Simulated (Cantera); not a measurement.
A closed system holds: 1 mol (CH₃)₂SiCl₂, 0.17 mol C₂H₂, 90 mol H₂, equilibrated at 652 °C and 830 Pa.

Method: chemical equilibrium by Gibbs-energy minimisation in Cantera with the NASA 1993 tables (ideal gas, pure condensed phases). Candidate condensed phases: C, C₆H₆, C₇H₈, C₈H₁₈, Si, SiC; 109 gas species. The feed counts by its element totals alone. Equilibrium is a limit: real reactors are often held back by kinetics, nucleation or transport.

Base state: H₂ 0.977, HCl 0.0212, CH₄ 0.00180, SiCl₄ 2.45e-5 (mole fractions); condensed: C(graphite) + SiC(s).

Q: What changes in the equilibrium state with this change: pressure from 830 Pa to 10000 Pa?

A: 
| species | before | after |
|---|---|---|
| H₂ | 0.977 | 0.965 |
| HCl | 0.0212 | 0.0200 |
| CH₄ | 0.00180 | 0.0149 |
| SiCl₄ | 2.45e-5 | 0.000343 |
| SiHCl₃ | 4.11e-6 | 6.01e-5 |
| C(graphite), mol | 1.17 | 0 |
| SiC(s), mol | 0.997 | 0.962 |

Q: What changes in the equilibrium state with this change: temperature from 652 °C to 852 °C?

A: 
```csv
species,before,after
H₂,0.977,0.979
HCl,0.0212,0.0212
CH₄,0.00180,0.000229
SiCl₄,2.45e-5,1.99e-7
"C(graphite), mol",1.17,1.32
"SiC(s), mol",0.997,1.000
```
